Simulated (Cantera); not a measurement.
# Thermodynamics of hydrogen reduction and annealing atmospheres, feed ZrO2 + H2

Feed: 1 mol ZrO2, 0.74 mol H2, at 100000 Pa.

Equilibrium computed with Cantera from the NASA thermochemical tables; the gas is ideal and each condensed phase is pure. Candidate condensed phases: H2O, Zr, ZrO2; 12 gas species. Kinetics and transport are ignored.

```
T (K)   x H2       x H    x H2O     x ZrO      x Zr      x OH  n ZrO2(monoclinic)  n ZrO2(tetragonal)
-----  -----  --------  -------  --------  --------  --------  ------------------  ------------------
1475   1.000   1.30e-5  2.16e-9    <1e-12    <1e-12    <1e-12                1.00                   0
1575   1.000   4.16e-5  9.73e-9  2.35e-12    <1e-12    <1e-12                   0                1.00
1675   1.000  0.000116  3.65e-8  3.94e-11  2.17e-12    <1e-12                   0                1.00
1775   1.000  0.000289  1.18e-7  4.77e-10  2.49e-11  2.13e-12                   0                1.00
1875   0.999  0.000655  3.35e-7   4.42e-9  2.20e-10  1.71e-11                   0                1.00
1975   0.999   0.00137  8.56e-7   3.25e-8   1.55e-9  1.12e-10                   0                1.00
2075   0.997   0.00266  1.99e-6   1.96e-7   9.07e-9  6.07e-10                   0               1.000
2175   0.995   0.00487  4.35e-6   9.87e-7   4.38e-8   2.86e-9                   0               1.000
```
x: gas mole fraction; n: condensed amount in mol.

At 1475 K the condensed part is ZrO2(monoclinic). From 1575 K to 2175 K the condensed part is ZrO2(tetragonal).
